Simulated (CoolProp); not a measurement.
A closed Brayton cycle with carbon dioxide: compressor inlet 317.15 K and 7.9 MPa, high pressure 17.5 MPa, turbine inlet 805 K, compressor efficiency 0.85, turbine efficiency 0.93, recuperator effectiveness 0.95 (on enthalpy, no pinch check). Each further row changes one setting.

Values from CoolProp's reference Helmholtz-energy equation of state, Span 1996.

| case | thermal efficiency (%) | net work (kJ/kg) | compressor to turbine work | compressor exit (K) | turbine exit (K) |
|---|---|---|---|---|---|
| as stated | ? | 70.7 | 0.33 | 379.9 | 708.1 |
| turbine inlet 755 K | 33.8 | ? | 0.36 | 379.9 | 661.8 |
| compressor inlet 327.15 K | ? | ? | ? | ? | 708.1 |
| high pressure 14.9 MPa | 34.4 | 58.5 | 0.32 | ? | 727.3 |
| recuperator effectiveness 0.5 | ? | 70.7 | 0.33 | 379.9 | 708.1 |

Question: What belongs in the gaps?

Answer: 
- as stated, thermal efficiency (%): 35.8
- turbine inlet 755 K, net work (kJ/kg): 63.3
- compressor inlet 327.15 K, thermal efficiency (%): 35.0
- compressor inlet 327.15 K, net work (kJ/kg): 64.8
- compressor inlet 327.15 K, compressor to turbine work: 0.39
- compressor inlet 327.15 K, compressor exit (K): 396.0
- high pressure 14.9 MPa, compressor exit (K): 366.9
- recuperator effectiveness 0.5, thermal efficiency (%): 19.2
